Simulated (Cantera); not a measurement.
Charge: 1 mol BN, 0.16 mol O₂, 67 mol H₂, at 1.50e-5 bar.

Equilibrium computed with Cantera from the NASA thermochemical tables; the gas is ideal and each condensed phase is pure. Candidate condensed phases: B, BN, B₂O₃, B₃O₃H₃, H₂O; 39 gas species. Equilibrium is a limit: real reactors are often held back by kinetics, nucleation or transport.

Task: Which condensed phases are stable at each of these points (T (°C)): 1350, 1400, 1450, 1500, 1550, 1600, 1650, 1700, 1750, 1800, 1850, 1900?

Result: 
```json
[
 {"T (°C)": "1350", "condensed phases": "B(s)", "B condensed (%)": "67.7"},
 {"T (°C)": "1400", "condensed phases": "B(s)", "B condensed (%)": "67.5"},
 {"T (°C)": "1450", "condensed phases": "B(s)", "B condensed (%)": "67.1"},
 {"T (°C)": "1500", "condensed phases": "B(s)", "B condensed (%)": "66.3"},
 {"T (°C)": "1550", "condensed phases": "B(s)", "B condensed (%)": "64.3"},
 {"T (°C)": "1600", "condensed phases": "B(s)", "B condensed (%)": "59.5"},
 {"T (°C)": "1650", "condensed phases": "B(s)", "B condensed (%)": "47.9"},
 {"T (°C)": "1700", "condensed phases": "B(s)", "B condensed (%)": "20.1"},
 {"T (°C)": "1750", "condensed phases": "gas only", "B condensed (%)": "0.0"},
 {"T (°C)": "1800", "condensed phases": "gas only", "B condensed (%)": "0.0"},
 {"T (°C)": "1850", "condensed phases": "gas only", "B condensed (%)": "0.0"},
 {"T (°C)": "1900", "condensed phases": "gas only", "B condensed (%)": "0.0"}
]
```

From 1350 °C to 1700 °C the condensed part is B(s). From 1750 °C to 1900 °C nothing is condensed.
